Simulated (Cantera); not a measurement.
Feed: 1 mol SiH2Cl2, 0.1 mol NO, equilibrated at 1425 °C and 20.0 Pa.

Method: chemical equilibrium by Gibbs-energy minimisation in Cantera with the NASA 1993 tables (ideal gas, pure condensed phases). Candidate condensed phases: H2O, NH4Cl, Si, SiO2, Si2N2O, Si3N4; 47 gas species. The tables' values for SiCl, SiCl3 are old estimates; treat these amounts as uncertain. Kinetics and transport are ignored.

Base state: H2 0.363, SiCl2 0.361, HCl 0.191, SiO 0.0461, N2 0.0231, H 0.00617, Si 0.00329, Cl 0.00253 (mole fractions); condensed: Si(l).

### Question
What changes in the equilibrium state with this change: temperature from 1425 °C to 675 °C?

### Answer
```csv
species,before,after
H2,0.363,0.614
SiCl4,9.48e-6,0.288
HCl,0.191,0.0652
SiCl2,0.361,0.0105
N2,0.0231,<1e-9
SiO,0.0461,2.63e-7
SiHCl3,3.47e-6,0.0122
Si,0.00329,<1e-9
SiCl,0.00242,<1e-9
Cl,0.00253,2.94e-9
H,0.00617,2.91e-8
SiH,4.36e-5,<1e-9
"Si(l), mol",0.101,0
"Si(s), mol",0,0.384
"SiO2(β-quartz), mol",0,0.0250
"Si2N2O(s), mol",0,0.0500
```
The tables' values for SiCl3 are old estimates; treat these amounts as uncertain.
